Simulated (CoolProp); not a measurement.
Properties of normal hydrogen along the isotherm 48.7 K.

Values from CoolProp's reference Helmholtz-energy equation of state, Leachman 2009.

```tsv
p (MPa)	phase	Z	speed of sound (m/s)	isothermal compressibility (1/MPa)	fugacity coefficient
0.0205	gas	0.9982	[?]	48.87	0.9982
0.0319	gas	0.9973	[?]	31.43	0.9973
0.0497	gas	0.9957	[?]	20.21	0.9958
0.0774	gas	0.9934	577.3	13.01	0.9934
0.12	gas	0.9897	576.7	8.421	0.9898
0.188	gas	0.9838	575.8	5.407	0.9840
0.292	gas	0.9747	574.5	[?]	[?]
0.455	gas	0.9604	572.5	2.290	[?]
0.708	gas	0.9379	569.7	[?]	0.9405
1.1	gas	0.9028	566.2	[?]	0.9086
1.72	supercritical	0.8475	564.1	0.6850	0.8600
2.67	supercritical	0.7694	574.3	0.4705	0.7912
4.16	supercritical	0.6976	639.8	0.2656	0.7016
6.48	supercritical	0.7400	812.0	0.09897	0.6159
```

Task: Fill in the missing entries.

Result: 
- 0.0205, speed of sound (m/s): 578.1
- 0.0319, speed of sound (m/s): 577.9
- 0.0497, speed of sound (m/s): 577.7
- 0.292, isothermal compressibility (1/MPa): 3.514
- 0.292, fugacity coefficient: 0.9752
- 0.455, fugacity coefficient: 0.9615
- 0.708, isothermal compressibility (1/MPa): 1.508
- 1.1, isothermal compressibility (1/MPa): 1.009
